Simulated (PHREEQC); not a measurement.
Consider water at 25 °C with 0.69 mol/kgw KCl, 0.033 mol/kgw H3BO3, 0.00054 mol/kgw H4SiO4 and 0.014 mol/kgw Na2CO3. Closed to the air; pH follows from the charge balance.

Model: Pitzer model, pitzer.dat, run in PHREEQC.

This is a speciation only: nothing precipitates in the calculation.

Order these B species by the share of B that they hold, largest first: B4O5(OH)4-2, B(OH)4-, B(OH)3, B3O3(OH)4-.

B(OH)3 (61 %), B(OH)4- (36 %), B3O3(OH)4- (2.2 %), B4O5(OH)4-2 (0.70 %)

The pH is 8.79 and the ionic strength 0.720 mol/kgw. Complexes and solids missing from the database can't appear.
